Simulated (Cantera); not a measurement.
Input (Python, Cantera) and output of one run.

```python
import numpy as np
import cantera as ct

gas_names = """
    N NO NO2 NO3 N2 N2O O O2 O3 Zr ZrN ZrO ZrO2
""".split()
cond_names = """
    Zr(a) Zr(b) Zr(L) ZrN(s) ZrN(L) ZrO2(a) ZrO2(b) ZrO2(L)
""".split()


# ... load() reads the species with a 1 bar reference pressure and builds the phases ...
atoms = {
    'Zr': {'Zr': 1},
    'N2O': {'N': 2, 'O': 1},
    'N2': {'N': 2},
}
top_T = {}  # K; cautious upper limits of use, not melting points


# ... equilibrate(T, P, feed) seeds the gas with the atoms and calls Mixture.equilibrate('TP', solver="vcs", rtol=1e-11, max_steps=5000) ...
results = []
feed = {'Zr': 1, 'N2O': 5.4, 'N2': 66}  # mol
T = 2400  # K
P = 13332.2  # Pa
mix = equilibrate(T, P, feed)
results.append((T, P, feed, dict(zip(mix.species_names, mix.species_moles))))
x = sorted(zip(gas.X, gas.species_names), reverse=True)
print(f"T = {T:g} K  P = {P:g} Pa  gas = {mix.phase_moles(0):.4g} mol")
print("   x: " + "  ".join(f"{s} {v:.3e}" for v, s in x if v > 0.001))
print("   condensed (mol): " + ("  ".join(f"{mix.phase(i).name} {mix.phase_moles(i):.4g}"
      for i in range(1, mix.n_phases) if mix.phase_moles(i) > 1e-12) or "none"))
```

Result:

```
T = 2400 K  P = 13332.2 Pa  gas = 73.22 mol
   x: N2 9.720e-01  O2 1.845e-02  NO 6.303e-03  O 3.227e-03
   condensed (mol): ZrO2(b) 1
```

Equilibrium computed with Cantera from the NASA thermochemical tables; the gas is ideal and each condensed phase is pure.
